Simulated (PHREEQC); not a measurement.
## Polishing slurry liquid (model solution)

Consider water at 25 °C with 0.1 mol KOH and 0.0014 mol H4SiO4 per kg of water. Closed to the air; pH follows from the charge balance.

Computed with PHREEQC (ion-association model, phreeqc.dat).

Precipitation was switched off in this run.

Question: Estimate the pH, specific conductance.

Answer: pH 12.87; specific conductance 22300 µS/cm.

Question: In which forms is Si present?

Answer: H2SiO4-2 50 %, H3SiO4- 50 % of the Si.

Complexes and solids missing from the database can't appear.
